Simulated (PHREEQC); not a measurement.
Solution (25 °C): 0.0093 mol/kgw HF and 0.024 mol/kgw (NH4)2SiF6. Closed to the air; pH follows from the charge balance.

Model: ion-association model, phreeqc.dat, run in PHREEQC.

This is a speciation only: nothing precipitates in the calculation.

**Question.** Order these F species by the share of F that they hold, largest first: SiF6-2, F-, HF.

**Answer.** SiF6-2 (94 %), HF (4.3 %), F- (1.7 %)

The pH is 2.65 and the ionic strength 0.0746 mol/kgw. SiF6-2 is the database's only silicon fluoride.
